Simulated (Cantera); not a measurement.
# Thermodynamics of carbothermic reduction, feed TiO₂ + C + H₂ + CO

A closed system holds: 1 mol TiO₂, 1.4 mol C, 3.3 mol H₂, 15 mol CO, at 188 Torr.

Method: chemical equilibrium by Gibbs-energy minimisation in Cantera with the NASA 1993 tables (ideal gas, pure condensed phases). Candidate condensed phases: C, C₆H₆, C₇H₈, C₈H₁₈, H₂O, Ti, TiC, TiO, TiO₂, Ti₂O₃, Ti₃O₅, Ti₄O₇; 113 gas species. Mutual solubility and eutectic melting of coexisting phases are not modelled. TiC: taken at fixed stoichiometry. Condensed phases not in the tables: Magnéli phases beyond Ti₄O₇. Equilibrium is a limit: real reactors are often held back by kinetics, nucleation or transport.

```
T (°C)   x CO   x H₂     x CO₂     x H₂O     x CH₄       x H  x C₂H₂ (acetylene)     x CH₃  n C(graphite)  n TiO₂(rutile)  n Ti₄O₇(s)  n Ti₃O₅(s)  n TiC(s)  n Ti₂O₃(s)
------  -----  -----  --------  --------  --------  --------  ------------------  --------  -------------  --------------  ----------  ----------  --------  ----------
852     0.808  0.180   0.00955   0.00233  0.000233   3.77e-8             4.13e-9  9.04e-10           1.61            1.00           0           0         0           0
952     0.817  0.180   0.00223  0.000723  0.000106   2.64e-7             2.92e-8   3.00e-9           1.45            1.00           0           0         0           0
1052    0.821  0.178  0.000651  0.000263   5.30e-5   1.38e-6             1.51e-7   8.12e-9           1.17               0       0.250           0         0           0
1152    0.823  0.177  0.000226  0.000111   2.95e-5   5.74e-6             6.24e-7   1.92e-8           1.07               0           0       0.333         0           0
1252    0.829  0.171  0.000129   7.16e-5   1.18e-5   1.96e-5             1.04e-6   2.75e-8              0               0           0       0.200     0.401           0
1352    0.829  0.171  0.000123   7.85e-5   3.60e-6   5.83e-5             6.89e-7   2.51e-8              0               0           0           0     0.362       0.319
1452    0.829  0.170  0.000117   8.47e-5   1.27e-6  0.000153             4.84e-7   2.33e-8              0               0           0           0     0.362       0.319
```
x: gas mole fraction; n: condensed amount in mol.

From 852 °C to 952 °C the condensed part is C(graphite) + TiO₂(rutile). At 1052 °C the condensed part is C(graphite) + Ti₄O₇(s). At 1152 °C the condensed part is C(graphite) + Ti₃O₅(s). At 1252 °C the condensed part is TiC(s) + Ti₃O₅(s). From 1352 °C to 1452 °C the condensed part is TiC(s) + Ti₂O₃(s).
